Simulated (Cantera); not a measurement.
An isothermal, constant-pressure homogeneous reactor starts with NO : N₂ = 1 : 3.1 (molar parts), at 1475 K and 0.132 atm. Integrator tolerance rtol = 1e-08.

Model: GRI-Mech 3.0 (53 species, 325 reactions), integrated in Cantera.

Task: What does this change do: temperature 1475 to 1925 K?

Result: 
| quantity | before | after |
|---|---|---|
| x(NO) at 10.0 s | 0.243 (gas-phase equilibrium 0.000872) | 0.109 (gas-phase equilibrium 0.00493) |
| x(O₂) at 10.0 s | 0.000496 (gas-phase equilibrium 0.122) | 0.0675 (gas-phase equilibrium 0.119) |
| x(O) at 10.0 s | 3.58e-7 (gas-phase equilibrium 2.76e-6) | 0.000269 (gas-phase equilibrium 0.000350) |
| x(N₂O) at 10.0 s | 1.86e-5 (gas-phase equilibrium 2.08e-8) | 4.59e-6 (gas-phase equilibrium 1.07e-7) |
| x(N₂) at 10.0 s | 0.757 (gas-phase equilibrium 0.878) | 0.824 (gas-phase equilibrium 0.875) |
| x(NO₂) at 10.0 s | 4.34e-5 (gas-phase equilibrium 1.40e-6) | 4.42e-5 (gas-phase equilibrium 2.66e-6) |
